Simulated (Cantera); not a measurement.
Feed: 1 mol CCl4, a varied amount of Si, at 2850 K and 7.50 Torr.

Method: chemical equilibrium by Gibbs-energy minimisation in Cantera with the NASA 1993 tables (ideal gas, pure condensed phases). Candidate condensed phases: C, Si, SiC; 24 gas species. The tables' values for SiCl, CCl, SiCl3 are old estimates; treat these amounts as uncertain. Kinetics and transport are ignored.

x: gas mole fraction; n: condensed amount in mol.

```tsv
n(Si) (mol)	x Cl	x Si	x SiC2	x SiCl2	n C(graphite)
0.011	0.990	0.00114	0.000705	[?]	0.914
0.021	0.987	0.00217	0.00135	[?]	0.908
0.03	0.985	0.00310	0.00192	[?]	0.903
0.039	0.983	0.00403	0.00250	[?]	0.899
0.049	0.980	0.00506	0.00314	[?]	0.893
0.058	0.978	0.00599	0.00372	[?]	0.889
0.067	0.976	0.00692	0.00430	[?]	0.884
0.077	0.973	0.00795	0.00494	[?]	0.878
0.086	0.971	0.00888	0.00551	[?]	0.874
0.095	0.969	0.00981	0.00609	0.00500	0.869
0.1	0.968	0.0103	0.00641	0.00525	0.866
0.11	0.965	0.0114	0.00705	[?]	0.861
0.12	0.963	0.0124	0.00769	0.00624	0.855
```

**Question.** Complete the blanks.

**Answer.** 
- 0.011, x SiCl2: 0.000603
- 0.021, x SiCl2: 0.00115
- 0.03, x SiCl2: 0.00163
- 0.039, x SiCl2: 0.00211
- 0.049, x SiCl2: 0.00264
- 0.058, x SiCl2: 0.00311
- 0.067, x SiCl2: 0.00358
- 0.077, x SiCl2: 0.00409
- 0.086, x SiCl2: 0.00455
- 0.11, x SiCl2: 0.00575
